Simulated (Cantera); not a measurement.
Input: 1 mol Si, 0.8 mol HCl, 0.38 mol H2, at 725 °C and 9750 Torr.

Method: chemical equilibrium by Gibbs-energy minimisation in Cantera with the NASA 1993 tables (ideal gas, pure condensed phases). Candidate condensed phases: Si; 19 gas species. The tables' values for SiCl3 are old estimates; treat these amounts as uncertain. The numbers say what is thermodynamically allowed, not how fast it happens.

Base state: H2 0.752, SiCl4 0.120, SiHCl3 0.110, SiH2Cl2 0.0109, HCl 0.00569, SiCl3 0.000598, SiH3Cl 0.000274, SiCl2 7.29e-5 (mole fractions); condensed: Si(s).

Task: What changes in the equilibrium state with this change: pressure from 9750 Torr to 158 Torr?

Result: 
```tsv
species	before	after
H2	0.752	0.767
SiCl4	0.120	0.162
SiHCl3	0.110	0.0495
SiH2Cl2	0.0109	0.00163
HCl	0.00569	0.0173
SiH3Cl	0.000274	1.38e-5
SiCl2	7.29e-5	0.000664
SiCl3	0.000598	0.00209
Si(s), mol	0.770	0.791
```

Task: What changes in the equilibrium state with this change: pressure from 9750 Torr to 100 Torr?

Result: 
| species | before | after |
|---|---|---|
| H2 | 0.752 | 0.767 |
| SiCl4 | 0.120 | 0.164 |
| SiHCl3 | 0.110 | 0.0447 |
| SiH2Cl2 | 0.0109 | 0.00131 |
| HCl | 0.00569 | 0.0195 |
| SiH3Cl | 0.000274 | 9.82e-6 |
| SiCl2 | 7.29e-5 | 0.000840 |
| SiCl3 | 0.000598 | 0.00237 |
| Si(s), mol | 0.770 | 0.792 |
